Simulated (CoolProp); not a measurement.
The fluid at 293.15 K and 0.206 MPa flows at 5.4 m/s in a round tube of 20 mm bore and 15 µm roughness, fully developed (64/Re and Nu = 3.66 if laminar; Colebrook and Gnielinski if turbulent). The same conditions are run with several fluids, on thermodynamics alone (safety and materials aside).

Computed with CoolProp (reference Helmholtz-energy equation of state of each fluid (propylene: Lemmon 2013; R404A: Lemmon 2003; R13: Platzer 1990; C2F6 (R116): Lemmon 2006; C3F8 (R218): Lemmon 2006)). The equations of Platzer and Polt are older, rougher fits. Blends and air are pseudo-pure fits.

```csv
fluid,Reynolds number,Darcy friction factor,pressure drop (Pa/m),heat-transfer coefficient (W/(m² K)),mass flow (kg/h)
propylene,47200,0.0235,63.0,99.1,22.4
R404A,76800,0.0220,137,122,52.3
R13,68800,0.0223,146,97.3,55.0
C2F6 (R116),92900,0.0215,187,150,72.9
C3F8 (R218),150000,0.0205,249,202,102
```

Transport values come from each fluid's own correlations; those of propylene, R13, C2F6 (R116), C3F8 (R218) are estimates that may be off by 10 % or more.
